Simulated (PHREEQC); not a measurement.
A solution holds 0.006 mol Al2(SO4)3 and 0.018 mol CaCl2 per kg of water, at 25 °C and 10 atm. Closed to the air; pH follows from the charge balance.

Model: ion-association model, phreeqc.dat, run in PHREEQC.

**Question.** The ionic strength comes out as 0.0828 mol/kgw. What activity coefficients do Al(SO4)2-, AlOH+2, AlSO4+, H+, Cl- get?

**Answer.** Al(SO4)2- 0.79, AlOH+2 0.41, AlSO4+ 0.79, H+ 0.83, Cl- 0.78.

No solid was allowed to form. The solution is supersaturated, for example in Gibbsite (slow to form), so a real one may precipitate; this is no full list. Complexes and solids missing from the database can't appear.
